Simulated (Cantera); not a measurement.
A closed system holds: 1 mol SiCl4, 0.31 mol NO, 7.9 mol N2, 9.4 mol N2O, equilibrated at 1273.15 K.

Cantera equilibrium calculation (NASA polynomials, part measured and part estimated; ideal gas, pure solids and liquids). Candidate condensed phases: Si, SiO2, Si2N2O, Si3N4; 23 gas species. The tables hold silica as quartz up to 1696 K and as liquid above; real silica turns to tridymite and cristobalite and melts near 1996 K. Kinetics and transport are ignored.

x: gas mole fraction; n: condensed amount in mol.

```
P (Pa)   x N2   x O2     x Cl   x Cl2      x NO    x ClO      x O  n SiO2(β-quartz)
------  -----  -----  -------  ------  --------  -------  -------  ----------------
5       0.697  0.154    0.139  0.0103  0.000266  1.33e-5  5.98e-6              1.00
26      0.710  0.157        ?       ?  0.000271        ?        ?              1.00
140     0.726  0.160   0.0599  0.0533  0.000278  3.09e-5  1.15e-6              1.00
710     0.737  0.163   0.0304  0.0693  0.000282  3.55e-5  5.16e-7              1.00
3700    0.743  0.164        ?  0.0781  0.000284  3.79e-5        ?              1.00
19000   0.746  0.165  0.00639  0.0823  0.000285  3.89e-5  1.00e-7              1.00
100000  0.748  0.165  0.00282  0.0842  0.000286  3.94e-5  4.38e-8              1.00
```

**Question.** Fill in the missing entries.

**Answer.** 
- 3700, x Cl: 0.0141
- 3700, x O: 2.27e-7
- 26, x Cl: 0.104
- 26, x Cl2: 0.0296
- 26, x ClO: 2.28e-5
- 26, x O: 2.65e-6
